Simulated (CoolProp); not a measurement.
Vapour-liquid equilibrium of cyclohexane (1) + m-xylene (2) at 339.5 K; x and y are mole fractions of (1).

Model: multi-fluid Helmholtz-energy mixture model, Zhou 2014 and Zhou 2012; pair parameters Bell 2016, in CoolProp.

Question: Give the bubble pressure and the first vapour's composition at x = 0.35, 0.5, 0.8. Is there an azeotrope?

Answer: x = 0.35: 32.21 kPa, y = 0.815; x = 0.5: 40.24 kPa, y = 0.880; x = 0.8: 54.57 kPa, y = 0.958. No azeotrope shows between x = 0.05 and 0.95.

Pair parameters are fitted to limited data, so mixtures are less certain than the pure fluids.
